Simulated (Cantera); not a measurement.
## Equilibrium for silicon epitaxy and polysilicon growth: Si2Cl6 + Cl2 + N2 + HCl

Input: 1 mol Si2Cl6, 0.049 mol Cl2, 88 mol N2, 0.037 mol HCl, held at 0.00300 bar.

Equilibrium computed with Cantera from the NASA thermochemical tables; the gas is ideal and each condensed phase is pure. Candidate condensed phases: NH4Cl, Si, Si3N4; 28 gas species. The feed counts by its element totals alone. The tables' values for SiCl3 are old estimates; treat these amounts as uncertain. Kinetics and transport are ignored.

| T (°C) | x N2 | x Cl | x SiCl2 | x SiCl4 | x SiCl3 |
|---|---|---|---|---|---|
| 1225 | 0.976 | 0.00103 | 0.00864 | 0.00870 | 0.00485 |
| 1275 | 0.975 | 0.00245 | 0.00922 | 0.00785 | 0.00509 |
| 1325 | 0.972 | 0.00508 | 0.0104 | 0.00644 | 0.00521 |
| 1375 | 0.969 | 0.00899 | 0.0124 | 0.00452 | 0.00505 |
| 1425 | 0.964 | 0.0135 | 0.0150 | 0.00254 | 0.00439 |
| 1475 | 0.960 | 0.0174 | 0.0174 | 0.00111 | 0.00329 |
| 1525 | 0.958 | 0.0199 | 0.0192 | 0.000394 | 0.00216 |
x: gas mole fraction; nothing condenses.

From 1225 °C to 1525 °C nothing is condensed. The main Si-bearing gas is SiCl4 at 1225 °C and SiCl2 at 1525 °C.
